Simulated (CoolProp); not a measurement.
Model: reference Helmholtz-energy equation of state, Lemmon 2006, in CoolProp. It is a short technical equation, of lower accuracy than the large ones.

Task: Give the vapour pressure (kPa), liquid density (kg/m³), vapour Z, surface tension (mN/m) of saturated R141b at 120.15 °C.

Result: 
```tsv
T (°C)	p (kPa)	liquid density (kg/m³)	vapour Z	surface tension (mN/m)
120.15	1040	1020	0.813	7.26
```

Surface tension comes from a separate correlation (Mulero 2012).
